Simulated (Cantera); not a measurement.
What does this Cantera script print?

```python
import numpy as np
import cantera as ct

gas_names = """
    B BH BH2 BH3 BO BO2 B2 B2O B2O2 B2O3 B3O3H3 H HBO HBO2 HO2 H2 H2O H2O2 H3B3O6 O OH O2 O3
""".split()
cond_names = """
    B(b) B(L) B2O3(L) B3O3H3(cr) H2O(s) H2O(L)
""".split()


def load(file, names, dense=False):
    # The tables refer to 1 bar. Condensed volumes are neglected.
    table = {s.name: s for s in ct.Species.list_from_file(file)}
    out = []
    for n in names:
        d = dict(table[n].input_data)
        d["thermo"] = dict(d["thermo"], **{"reference-pressure": 1e5})
        if dense:
            d["equation-of-state"] = {"model": "constant-volume", "density": "1e6 g/cm^3"}
        out.append(ct.Species.from_dict(d))
    return out


gas = ct.Solution(thermo="ideal-gas", species=load("nasa_gas.yaml", gas_names))
cond = {s.name: ct.Solution(thermo="fixed-stoichiometry", species=[s], name=s.name)
        for s in load("nasa_condensed.yaml", cond_names, dense=True)}
atoms = {
    'B2H6': {'B': 2, 'H': 6},
    'O2': {'O': 2},
}
top_T = {}  # K; cautious upper limits of use, not melting points


def equilibrate(T, P, feed):
    n = {}
    for name, mol in feed.items():
        for a, k in atoms[name].items():
            n[a] = n.get(a, 0.0) + k * mol
    gas.TPX = T, P, n
    mass = sum(n.values()) * gas.mean_molecular_weight
    gas.equilibrate("TP")
    valid = [c for c in cond.values() if c.min_temp <= T <= top_T.get(c.name, c.max_temp)]
    mix = ct.Mixture([(gas, mass / gas.mean_molecular_weight)] + [(c, 0.0) for c in valid])
    mix.T, mix.P = T, P
    mix.equilibrate("TP", solver="vcs", rtol=1e-11, max_steps=5000)
    return mix


results = []
feed = {'B2H6': 1, 'O2': 3.1}  # mol
P = 72  # Pa
for T in [1750, 1800, 1850, 1900, 1950, 2000, 2050, 2100, 2150, 2200, 2250, 2300, 2350]:
    mix = equilibrate(T, P, feed)
    results.append((T, P, feed, dict(zip(mix.species_names, mix.species_moles))))
    x = sorted(zip(gas.X, gas.species_names), reverse=True)
    print(f"T = {T:g} K  P = {P:g} Pa  gas = {mix.phase_moles(0):.4g} mol")
    print("   x: " + "  ".join(f"{s} {v:.3e}" for v, s in x if v > 0.0001))
    print("   condensed (mol): " + ("  ".join(f"{mix.phase(i).name} {mix.phase_moles(i):.4g}"
          for i in range(1, mix.n_phases) if mix.phase_moles(i) > 1e-12) or "none"))
```

Output:

```
T = 1750 K  P = 72 Pa  gas = 4.119 mol
   x: H2O 5.059e-01  HBO2 4.321e-01  B2O3 2.460e-02  O2 2.417e-02  BO2 4.201e-03  H2 4.046e-03  OH 4.042e-03  H 5.513e-04  O 4.334e-04
   condensed (mol): none
T = 1800 K  P = 72 Pa  gas = 4.13 mol
   x: H2O 5.039e-01  HBO2 4.256e-01  B2O3 2.647e-02  O2 2.457e-02  H2 6.452e-03  BO2 5.671e-03  OH 5.527e-03  H 1.072e-03  O 7.108e-04
   condensed (mol): none
T = 1850 K  P = 72 Pa  gas = 4.145 mol
   x: H2O 5.000e-01  HBO2 4.182e-01  B2O3 2.830e-02  O2 2.531e-02  H2 9.928e-03  BO2 7.549e-03  OH 7.443e-03  H 2.000e-03  O 1.143e-03
   condensed (mol): none
T = 1900 K  P = 72 Pa  gas = 4.167 mol
   x: H2O 4.936e-01  HBO2 4.097e-01  B2O3 3.007e-02  O2 2.647e-02  H2 1.473e-02  BO2 9.928e-03  OH 9.882e-03  H 3.589e-03  O 1.809e-03  BO 1.839e-04
   condensed (mol): none
T = 1950 K  P = 72 Pa  gas = 4.198 mol
   x: H2O 4.842e-01  HBO2 3.995e-01  B2O3 3.176e-02  O2 2.815e-02  H2 2.106e-02  OH 1.294e-02  BO2 1.291e-02  H 6.199e-03  O 2.823e-03  BO 3.623e-04
   condensed (mol): none
T = 2000 K  P = 72 Pa  gas = 4.241 mol
   x: H2O 4.709e-01  HBO2 3.875e-01  B2O3 3.330e-02  O2 3.041e-02  H2 2.904e-02  OH 1.673e-02  BO2 1.662e-02  H 1.033e-02  O 4.348e-03  BO 6.850e-04  HBO 1.327e-04
   condensed (mol): none
T = 2050 K  P = 72 Pa  gas = 4.301 mol
   x: H2O 4.532e-01  HBO2 3.731e-01  H2 3.865e-02  B2O3 3.465e-02  O2 3.323e-02  OH 2.130e-02  BO2 2.115e-02  H 1.662e-02  O 6.611e-03  BO 1.247e-03  HBO 2.094e-04
   condensed (mol): none
T = 2100 K  P = 72 Pa  gas = 4.382 mol
   x: H2O 4.305e-01  HBO2 3.558e-01  H2 4.972e-02  O2 3.658e-02  B2O3 3.572e-02  OH 2.669e-02  BO2 2.659e-02  H 2.589e-02  O 9.910e-03  BO 2.190e-03  HBO 3.177e-04
   condensed (mol): none
T = 2150 K  P = 72 Pa  gas = 4.491 mol
   x: H2O 4.023e-01  HBO2 3.353e-01  H2 6.184e-02  O2 4.036e-02  H 3.909e-02  B2O3 3.642e-02  BO2 3.297e-02  OH 3.284e-02  O 1.463e-02  BO 3.722e-03  HBO 4.646e-04
   condensed (mol): none
T = 2200 K  P = 72 Pa  gas = 4.636 mol
   x: H2O 3.685e-01  HBO2 3.111e-01  H2 7.437e-02  H 5.724e-02  O2 4.437e-02  BO2 4.023e-02  OH 3.957e-02  B2O3 3.662e-02  O 2.123e-02  BO 6.130e-03  HBO 6.555e-04
   condensed (mol): none
T = 2250 K  P = 72 Pa  gas = 4.828 mol
   x: H2O 3.291e-01  HBO2 2.830e-01  H2 8.638e-02  H 8.135e-02  O2 4.834e-02  BO2 4.817e-02  OH 4.656e-02  B2O3 3.618e-02  O 3.023e-02  BO 9.798e-03  HBO 8.919e-04
   condensed (mol): none
T = 2300 K  P = 72 Pa  gas = 5.08 mol
   x: H2O 2.850e-01  HBO2 2.509e-01  H 1.122e-01  H2 9.670e-02  BO2 5.643e-02  OH 5.329e-02  O2 5.195e-02  O 4.219e-02  B2O3 3.495e-02  BO 1.520e-02  HBO 1.169e-03
   condensed (mol): none
T = 2350 K  P = 72 Pa  gas = 5.409 mol
   x: H2O 2.378e-01  HBO2 2.154e-01  H 1.499e-01  H2 1.040e-01  BO2 6.438e-02  OH 5.909e-02  O 5.757e-02  O2 5.475e-02  B2O3 3.277e-02  BO 2.288e-02  HBO 1.470e-03
   condensed (mol): none
```

These are equilibrium values from Cantera (NASA tables, ideal gas, pure condensed phases), not measurements of a reactor. The feed counts by its element totals alone.
